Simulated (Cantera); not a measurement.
Thermodynamics of aluminium nitride and oxide growth, feed AlBr3 + O2 + H2

Input: 1 mol AlBr3, 0.67 mol O2, 29 mol H2, at 1.00 Torr.

These are equilibrium values from Cantera (NASA tables, ideal gas, pure condensed phases), not measurements of a reactor. Candidate condensed phases: Al, AlBr3, Al2O3, Br2, H2O; 25 gas species. The tables' values for AlOH are old estimates; treat these amounts as uncertain. Rates play no part.

```tsv
T (°C)	x H2	x HBr	x Br	x H	x AlBr	x AlBr3	n Al2O3(s)
775	0.908	0.0880	2.25e-5	2.02e-7	5.19e-8	0.00350	0.447
875	0.908	0.0879	0.000103	1.87e-6	1.62e-6	0.00350	0.447
975	0.908	0.0877	0.000371	1.22e-5	2.87e-5	0.00347	0.447
1075	0.908	0.0874	0.00111	6.04e-5	0.000306	0.00320	0.447
1175	0.905	0.0879	0.00287	0.000240	0.00153	0.00197	0.447
1275	0.902	0.0867	0.00649	0.000801	0.00290	0.000589	0.446
1375	0.900	0.0811	0.0126	0.00231	0.00339	0.000122	0.446
1475	0.897	0.0719	0.0213	0.00593	0.00359	2.46e-5	0.444
1575	0.890	0.0601	0.0319	0.0137	0.00389	5.34e-6	0.439
1675	0.875	0.0475	0.0427	0.0289	0.00445	1.25e-6	0.428
```
x: gas mole fraction; n: condensed amount in mol.

From 775 °C to 1675 °C the condensed part is Al2O3(s). The main Al-bearing gas is AlBr3 at 775 °C and AlBr at 1675 °C.
